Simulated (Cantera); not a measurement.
A perfectly stirred reactor is fed with 31.2 % CH4, 68.8 % N2, at 760 Torr; it is held at 1848 K, and followed from long to short residence time.

Model: GRI-Mech 3.0 (53 species, 325 reactions), integrated in Cantera. GRI-Mech 3.0 stops at C3 and has no aromatics, soot or wall deposition, so with more carbon than oxygen in the feed, carbon stays in small species such as C2H2 where larger ones or solid carbon would form.

One state of this run: x CH4 = 0.0143; x C2H = 1.05e-6; x CH3 = 0.000248; x C2H6 = 3.72e-6; x CH2 = 2.43e-7; x C2H2 = 0.113; x H = 0.000296. x: mole fraction; the columns are a selection and need not sum to one.

Problem. Which value of τ (s) does it belong to?
(A) 0.0010
(B) 5.3
(C) 0.017
(D) 0.30

Solution. D, 0.30
